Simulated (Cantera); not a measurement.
## Ignition delay

Mixture: C3H8 : O2 : N2 = 1 : 4.55 : 17.1 (molar parts), equivalence ratio 1.1, at 1.00 bar, adiabatic and at constant volume. Ignition delay is the time to a rise of 400 K.

Cantera simulation using GRI-Mech 3.0 (53 species, 325 reactions); the numbers are that mechanism's predictions, not measurements. GRI-Mech 3.0 was tuned for natural gas; its chemistry of propane as a main component is partial and can be far from experiment.

| T0 (K) | delay (ms) |
|---|---|
| 1225 | 3.54 |
| 1325 | 0.611 |
| 1425 | 0.156 |
| 1525 | 0.0562 |
| 1625 | 0.0263 |
| 1725 | 0.0149 |

```yaml
apparent activation energy between 1525 and 1725 K: 140 kJ/mol
```
